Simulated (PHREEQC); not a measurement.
Model water analysis in mmol/kgw, 65 °C, pH 7.59, pe 10.7: Na 0.767; K 0.0475; Ca 0.632; Mg 0.189; Cl 1.71; S(6) 0.189; Alkalinity (meq/kgw) 0.389; O(0) (counted as O atoms) 0.0308.

Valence states are taken as typed.

All values are PHREEQC results (ion-association model, phreeqc.dat), not measurements.

No solid was allowed to form.

Task: Estimate the specific conductance.

Result: specific conductance 593 µS/cm.

Task: In which forms is C present?

Result: HCO3- 94 %, CO2 4.5 %, CaHCO3+ 0.8 %, CaCO3 0.6 % of the C.

Species that the database lacks are ignored. Away from 25 °C the constants follow the database's enthalpies or fits; those with neither stay at their 25 °C values.
